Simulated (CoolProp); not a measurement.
Computed with CoolProp (reference Helmholtz-energy equation of state, Lemmon 2009).

### Question
For propane, give the phase and the Z, cp (kJ/(kg K)), speed of sound (m/s), conductivity (mW/(m K)) at 134.85 °C and 3.72 MPa; 134.85 °C and 4.25 MPa; 134.85 °C and 5.31 MPa.

### Answer
- 134.85 °C and 3.72 MPa: gas; Z 0.748, cp 2.71, speed of sound 232, conductivity 37.5
- 134.85 °C and 4.25 MPa: gas; Z 0.704, cp 2.91, speed of sound 222, conductivity 39.0
- 134.85 °C and 5.31 MPa: supercritical; Z 0.606, cp 3.57, speed of sound 204, conductivity 43.5

Thermal conductivity comes from a separate model (Marsh 2002).
